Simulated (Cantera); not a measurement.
What does this Cantera script print?

```python
import numpy as np
import cantera as ct

gas_names = """
    B BF BF2 BF3 BN BO BOF BOF2 BO2 B2 B2O B2O2 B2O3 B3O3F3 F FO FO2 F2 F2O N NF NF2 NF3 NO NO2 NO3 N2
    N2O O O2 O3
""".split()
cond_names = """
    B(b) B(L) BN(s) B2O3(L)
""".split()


def load(file, names, dense=False):
    # The tables refer to 1 bar. Condensed volumes are neglected.
    table = {s.name: s for s in ct.Species.list_from_file(file)}
    out = []
    for n in names:
        d = dict(table[n].input_data)
        d["thermo"] = dict(d["thermo"], **{"reference-pressure": 1e5})
        if dense:
            d["equation-of-state"] = {"model": "constant-volume", "density": "1e6 g/cm^3"}
        out.append(ct.Species.from_dict(d))
    return out


gas = ct.Solution(thermo="ideal-gas", species=load("nasa_gas.yaml", gas_names))
cond = {s.name: ct.Solution(thermo="fixed-stoichiometry", species=[s], name=s.name)
        for s in load("nasa_condensed.yaml", cond_names, dense=True)}
atoms = {
    'BF3': {'B': 1, 'F': 3},
    'N2': {'N': 2},
    'O2': {'O': 2},
}
top_T = {'BN(s)': 3200}  # K; cautious upper limits of use, not melting points


def equilibrate(T, P, feed):
    n = {}
    for name, mol in feed.items():
        for a, k in atoms[name].items():
            n[a] = n.get(a, 0.0) + k * mol
    gas.TPX = T, P, n
    mass = sum(n.values()) * gas.mean_molecular_weight
    gas.equilibrate("TP")
    valid = [c for c in cond.values() if c.min_temp <= T <= top_T.get(c.name, c.max_temp)]
    mix = ct.Mixture([(gas, mass / gas.mean_molecular_weight)] + [(c, 0.0) for c in valid])
    mix.T, mix.P = T, P
    mix.equilibrate("TP", solver="vcs", rtol=1e-11, max_steps=5000)
    return mix


results = []
feed = {'BF3': 1, 'N2': 13, 'O2': 0.46}  # mol
P = 20  # Pa
for T in [1023, 1123, 1223, 1323, 1423, 1523, 1623, 1723, 1823, 1923]:
    mix = equilibrate(T, P, feed)
    results.append((T, P, feed, dict(zip(mix.species_names, mix.species_moles))))

top = {s: max(r[3][s] / sum(r[3][g] for g in gas_names) for r in results) for s in gas_names}
cols = sorted((s for s in top if top[s] > 0.001), key=lambda s: -top[s])[:5]
seen = [c for c in cond_names if any(r[3].get(c, 0) > 1e-12 for r in results)]
print("log10 of partial pressures in bar; condensed amounts in mol")
print(f"{'T/K':>10s}" + "".join(f"{s[:9]:>10s}" for s in cols + seen))
for T, P, feed, n in results:
    ng = sum(n[g] for g in gas_names)
    print(f"{T:10.4g}" + "".join(f"{np.log10(max(n[s] / ng * P / 1e5, 1e-99)):10.3f}" for s in cols)
          + "".join(f"{n.get(c, 0):10.4g}" for c in seen))
```

Result:

```
log10 of partial pressures in bar; condensed amounts in mol
       T/K        N2       BF3        O2         F       BOF
      1023    -3.745    -4.859    -5.196   -10.797   -11.119
      1123    -3.745    -4.859    -5.197    -9.739   -10.049
      1223    -3.745    -4.859    -5.197    -8.852    -9.157
      1323    -3.745    -4.859    -5.198    -8.097    -8.401
      1423    -3.745    -4.860    -5.200    -7.449    -7.751
      1523    -3.746    -4.861    -5.203    -6.885    -7.187
      1623    -3.746    -4.866    -5.212    -6.393    -6.695
      1723    -3.747    -4.879    -5.232    -5.963    -6.264
      1823    -3.750    -4.907    -5.275    -5.590    -5.891
      1923    -3.755    -4.964    -5.366    -5.274    -5.576
```

These are equilibrium values from Cantera (NASA tables, ideal gas, pure condensed phases), not measurements of a reactor. The tables' values for BF2 are old estimates; treat these amounts as uncertain.
